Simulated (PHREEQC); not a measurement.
Consider water at 25 °C with 0.0792 mmol/kgw PbCl2 and 150 mmol/kgw HNO3. Closed to the air; pH follows from the charge balance.

All values are PHREEQC results (ion-association model, phreeqc.dat), not measurements.

No solid was allowed to form.

Order these Pb species by the share of Pb that they hold, largest first: PbNO3+, PbCl+, Pb+2.

Pb+2 (59 %), PbNO3+ (41 %), PbCl+ (0.12 %)

The pH is 0.92 and the ionic strength 0.150 mol/kgw. Species that the database lacks are ignored.
